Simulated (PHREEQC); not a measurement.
Dissolve 26 mmol/kgw NH4Cl and 0.36 mmol/kgw Na2HPO4 at 25 °C. Closed to the air; pH follows from the charge balance.

Model: ion-association model, phreeqc.dat, run in PHREEQC.

| quantity | before | after |
|---|---|---|
| pH | 7.11 | 6.91 |
| NH3 (mol/kgw) | 0.000159 | 0.000189 |

Problem. Which change was made?
A. Na2HPO4 from 0.00036 to 0.0036 mol/kgw
B. Na2HPO4 replaced by NaOH at the same molality
C. NH4Cl from 0.026 to 0.052 mol/kgw
D. Na2HPO4 from 0.00036 to 3.6e-05 mol/kgw
E. Na2HPO4 left out

Solution. C, NH4Cl from 0.026 to 0.052 mol/kgw

Precipitation was switched off in this run.
